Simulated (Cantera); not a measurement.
Cantera run:

```python
import numpy as np
import cantera as ct

gas_names = """
    H H2 Pb Pb2
""".split()
cond_names = """
    Pb(cr) Pb(L)
""".split()


# ... load() reads the species with a 1 bar reference pressure and builds the phases ...
atoms = {
    'Pb': {'Pb': 1},
    'H2': {'H': 2},
}
top_T = {}  # K; cautious upper limits of use, not melting points


# ... equilibrate(T, P, feed) seeds the gas with the atoms and calls Mixture.equilibrate('TP', solver="vcs", rtol=1e-11, max_steps=5000) ...
results = []
feed = {'Pb': 1, 'H2': 0.36}  # mol
T = 800  # K
P = 15000  # Pa
mix = equilibrate(T, P, feed)
results.append((T, P, feed, dict(zip(mix.species_names, mix.species_moles))))
print(gas.report(threshold=1e-06))
for i in range(1, mix.n_phases):
    print(f"{mix.phase(i).name:16s} {mix.phase_moles(i):12.5e} mol")
```

It prints:

```
       temperature   800 K
          pressure   15000 Pa
           density   0.0045465 kg/m^3
  mean mol. weight   2.0161 kg/kmol
   phase of matter   gas

                          1 kg             1 kmol
                     ---------------   ---------------
          enthalpy        7.2902e+06        1.4698e+07  J
   internal energy         3.991e+06        8.0462e+06  J
           entropy             86966        1.7533e+05  J/K
    Gibbs function       -6.2282e+07       -1.2557e+08  J
 heat capacity c_p             14690             29616  J/K
 heat capacity c_v             10566             21301  J/K

                      mass frac. Y      mole frac. X     chem. pot. / RT
                     ---------------   ---------------   ---------------
                H2           0.99996                 1           -18.878
     [   +3 minor]        4.2093e-05        4.0958e-07

Pb(L)             1.00000e+00 mol
```

These are equilibrium values from Cantera (NASA tables, ideal gas, pure condensed phases), not measurements of a reactor.
